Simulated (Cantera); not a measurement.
Input: 1 mol SiF4, a varied amount of NH3, 1.4 mol H2, held at 0.710 bar.

Method: chemical equilibrium by Gibbs-energy minimisation in Cantera with the NASA 1993 tables (ideal gas, pure condensed phases). Candidate condensed phases: Si, Si3N4; 37 gas species. The tables' values for SiF2, SiF3 are old estimates. Equilibrium is a limit: real reactors are often held back by kinetics, nucleation or transport.

### Question
What condenses at these points (T in K, n(NH3) in mol): (1375, 3.2); (1150, 4.3); (1375, 4.3); (1075, 0.88); (1300, 2.4)?

### Answer
| T (K) | n(NH3) in mol | condensed phases | Si condensed (%) |
|---|---|---|---|
| 1375 | 3.2 | gas only | 0.0 |
| 1150 | 4.3 | Si3N4 | 0.1 |
| 1375 | 4.3 | Si3N4 | 0.1 |
| 1075 | 0.88 | gas only | 0.0 |
| 1300 | 2.4 | gas only | 0.0 |
